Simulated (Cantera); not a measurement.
Input: 1 mol Si, 12 mol HCl, held at 800 °C and 0.100 bar.

Equilibrium computed with Cantera from the NASA thermochemical tables; the gas is ideal and each condensed phase is pure. Candidate condensed phases: Si; 19 gas species. The tables' values for SiCl₃ are old estimates; treat these amounts as uncertain. The numbers say what is thermodynamically allowed, not how fast it happens.

Base state: HCl 0.728, H₂ 0.181, SiCl₄ 0.0905, SiHCl₃ 0.000277, SiCl₃ 8.59e-5 (mole fractions); condensed: gas only.

### Question
What changes in the equilibrium state with this change: 1.5 mol H₂O added?

### Answer
| species | before | after |
|---|---|---|
| HCl | 0.728 | 0.830 |
| H₂ | 0.181 | 0.151 |
| SiCl₄ | 0.0905 | 0.0188 |
| SiHCl₃ | 0.000277 | 4.19e-5 |
| SiCl₃ | 8.59e-5 | 1.43e-5 |
| SiO₂(β-quartz), mol | 0 | 0.750 |
Further candidate phases: H₂O, SiO₂.

### Question
What changes in the equilibrium state with this change: 0.071 mol NH₃ added?

### Answer
```csv
species,before,after
HCl,0.728,0.718
H₂,0.181,0.189
SiCl₄,0.0905,0.0894
N₂,0,0.00319
SiHCl₃,0.000277,0.000288
SiCl₃,8.59e-5,8.75e-5
```
Further candidate phases: NH₄Cl, Si₃N₄.
